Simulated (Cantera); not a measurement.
trisilylamine + NH3 + H2 (silicon nitride deposition)

Input: 1 mol trisilylamine, 0.27 mol NH3, a varied amount of H2, equilibrated at 0.645 Torr.

Method: chemical equilibrium by Gibbs-energy minimisation in Cantera with the NASA 1993 tables (ideal gas, pure condensed phases). Candidate condensed phases: Si, Si3N4; 18 gas species. The feed counts by its element totals alone. Mutual solubility and eutectic melting of coexisting phases are not modelled. Kinetics and transport are ignored.

Task: Map the stable condensed phases over T = 1125, 1175, 1225, 1275, 1325, 1375, 1425, 1475, 1525 K and n(H2) in mol = 0.13, 0.23, 0.4, 0.71, 1.3, 2.2, 3.9, 6.9, 12, 21, 38.

Result: 
```
T in K \ n(H2) in mol
         0.13 0.23  0.4 0.71  1.3  2.2  3.9  6.9   12   21   38
   1525     A    A    A    A    A    B    B    B    B    B    B
   1475     A    A    A    A    A    A    A    A    A    B    B
   1425     A    A    A    A    A    A    A    A    A    A    A
   1375     A    A    A    A    A    A    A    A    A    A    A
   1325     A    A    A    A    A    A    A    A    A    A    A
   1275     A    A    A    A    A    A    A    A    A    A    A
   1225     A    A    A    A    A    A    A    A    A    A    A
   1175     A    A    A    A    A    A    A    A    A    A    A
   1125     A    A    A    A    A    A    A    A    A    A    A
```
A: Si + Si3N4; B: Si.
